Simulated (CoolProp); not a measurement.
A single-stage vapour-compression cycle with R21: evaporating at 325.15 K (dew point), condensing at 365.15 K (bubble point), superheat 10 K, subcooling 0 K, compressor efficiency 0.75, no pressure losses. Each further row changes one setting.

Computed with CoolProp (reference Helmholtz-energy equation of state, Platzer 1990). This equation is an older, rougher fit; its heat capacities, sound speeds and derivatives of the liquid may be far off and weren't checked against measurements.

| case | cooling COP | pressure ratio | discharge temperature (K) | refrigerating effect (kJ/kg) | volumetric capacity (kJ/m³) |
|---|---|---|---|---|---|
| as stated | 5.17 | 2.67 | 396.7 | 175 | 2970 |
| evaporating temperature 330.15 K | 6.10 | [?] | [?] | 178 | 3430 |
| condensing temperature 360.15 K | 6.04 | 2.40 | 389.5 | 181 | 3060 |
| subcooling 5 K | [?] | 2.67 | 396.7 | 181 | 3060 |
| superheat 20 K | 5.17 | 2.67 | [?] | 182 | 2970 |
| compressor efficiency 0.65 | 4.48 | 2.67 | [?] | 175 | 2970 |

Q: Fill in the missing entries.

A: 
- evaporating temperature 330.15 K, pressure ratio: 2.33
- evaporating temperature 330.15 K, discharge temperature (K): 393.5
- subcooling 5 K, cooling COP: 5.34
- superheat 20 K, discharge temperature (K): 407.3
- compressor efficiency 0.65, discharge temperature (K): 403.3
